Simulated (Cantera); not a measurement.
What does this Cantera script print?

```python
import numpy as np
import cantera as ct

gas_names = """
    H2 H2O H2O2 H
""".split()
cond_names = """
    V2O5(s) V2O5(L) V(cr) V(L) V2O3(s) V2O3(L)
""".split()


def load(file, names, dense=False):
    # The tables refer to 1 bar. Condensed volumes are neglected.
    table = {s.name: s for s in ct.Species.list_from_file(file)}
    out = []
    for n in names:
        d = dict(table[n].input_data)
        d["thermo"] = dict(d["thermo"], **{"reference-pressure": 1e5})
        if dense:
            d["equation-of-state"] = {"model": "constant-volume", "density": "1e6 g/cm^3"}
        out.append(ct.Species.from_dict(d))
    return out


species = {s.name: s for s in load("nasa_gas.yaml", gas_names) + load("nasa_condensed.yaml", cond_names)}
# Each term lists the table entries of one substance; the one whose range holds T is used.
reactions = {
    'V2O5 + 5 H2(g) = 5 H2O(g) + 2 V':
        [(-1, ['V2O5(s)', 'V2O5(L)']), (-5, ['H2']), (5, ['H2O']), (2, ['V(cr)', 'V(L)'])],
    'H2O2(g) + V2O3 = V2O5 + 2 H(g)':
        [(-1, ['H2O2']), (-1, ['V2O3(s)', 'V2O3(L)']), (1, ['V2O5(s)', 'V2O5(L)']), (2, ['H'])],
}


def pick(names, T):
    return next(species[n] for n in names if species[n].thermo.min_temp <= T <= species[n].thermo.max_temp)


results = []
for label, terms in reactions.items():
    print(label)
    print("     T/K   dH/kJ  dS/(J/K)   dG/kJ   log10 K")
    for T in [300, 500, 525, 550, 575, 600, 625, 650, 675, 700, 725, 750]:
        used = [(nu, pick(names, T)) for nu, names in terms]
        dH = sum(nu * s.thermo.h(T) for nu, s in used) / 1e6
        dS = sum(nu * s.thermo.s(T) for nu, s in used) / 1e3
        dG = dH - T * dS / 1e3
        logK = -dG * 1e6 / (ct.gas_constant * T * np.log(10))
        results.append((label, T, dH, dS, dG, logK, [s.name for _, s in used]))
        print(f"{T:8g} {dH:8.1f} {dS:8.1f} {dG:8.1f} {logK:8.2f}")
```

Result:

```
V2O5 + 5 H2(g) = 5 H2O(g) + 2 V
     T/K   dH/kJ  dS/(J/K)   dG/kJ   log10 K
     300    341.4    217.7    276.1   -48.07
     500    327.1    181.8    236.3   -24.68
     525    325.2    177.9    231.8   -23.06
     550    323.2    174.3    227.4   -21.59
     575    321.2    170.8    223.0   -20.26
     600    319.3    167.4    218.8   -19.05
     625    317.3    164.2    214.7   -17.94
     650    315.4    161.1    210.6   -16.92
     675    313.4    158.2    206.6   -15.99
     700    311.5    155.4    202.7   -15.13
     725    309.6    152.7    198.8   -14.33
     750    307.7    150.2    195.1   -13.58
H2O2(g) + V2O3 = V2O5 + 2 H(g)
     T/K   dH/kJ  dS/(J/K)   dG/kJ   log10 K
     300    240.5     27.5    232.3   -40.44
     500    246.1     41.7    225.3   -23.54
     525    246.9     43.1    224.2   -22.31
     550    247.6     44.5    223.1   -21.19
     575    248.3     45.8    222.0   -20.17
     600    249.1     47.1    220.8   -19.23
     625    249.8     48.2    219.7   -18.36
     650    250.5     49.4    218.4   -17.55
     675    251.2     50.5    217.2   -16.81
     700    252.0     51.5    215.9   -16.11
     725    252.7     52.5    214.6   -15.46
     750    253.4     53.4    213.3   -14.85
```

Standard-state values (1 bar) from the NASA 1993 polynomials, evaluated with Cantera. Condensed species are held in their standard states even where they would react or evaporate.
